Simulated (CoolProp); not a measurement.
Vapour-liquid equilibrium of propylene (1) + dimethyl ether (2) at 14.9 kPa; x and y are mole fractions of (1).

Computed with CoolProp (multi-fluid Helmholtz-energy mixture model, Lemmon 2013 and Wu 2011; pair parameters Bell 2016).

Give the bubble temperature and the first vapour's composition at x = 0.2, 0.35, 0.8. Is there an azeotrope?

x = 0.2: 203.1 K, y = 0.543; x = 0.35: 199.2 K, y = 0.710; x = 0.8: 192.7 K, y = 0.931. No azeotrope shows between x = 0.05 and 0.95.

Pair parameters are fitted to limited data, so mixtures are less certain than the pure fluids.
